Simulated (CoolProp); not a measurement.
R407C at several states: density (kg/m³) from the reference equation and from simpler models built on Tc = 359.3 K, pc = 4.632 MPa, ω = 0.363; each cubic takes its own stable root.

Values from CoolProp's reference Helmholtz-energy equation of state, Lemmon 2003. It is a pseudo-pure fit of the blend.

```json
[
 {"T (K)": "496.4", "p (MPa)": "0.121", "phase": "gas", "reference": "2.534"},
 {"T (K)": "269", "p (MPa)": "0.253", "phase": "gas", "reference": "10.40"},
 {"T (K)": "336.1", "p (MPa)": "0.218", "phase": "gas", "reference": "6.879"},
 {"T (K)": "256.8", "p (MPa)": "1.49", "phase": "liquid", "reference": "1297"}
]
```

How far does each simpler model (van der Waals, Redlich-Kwong, Soave-Redlich-Kwong, Peng-Robinson) lie from the reference over these 4 states: mean and median of the absolute difference, and the worst?


- van der Waals: mean 11.3 %, median 1.8 %, worst -41.7 % at 256.8 K and 1.49 MPa
- Redlich-Kwong: mean 4.5 %, median 1.1 %, worst -15.6 % at 256.8 K and 1.49 MPa
- Soave-Redlich-Kwong: mean 3.0 %, median 0.8 %, worst -10.6 % at 256.8 K and 1.49 MPa
- Peng-Robinson: mean 0.6 %, median 0.5 %, worst +1.2 % at 256.8 K and 1.49 MPa
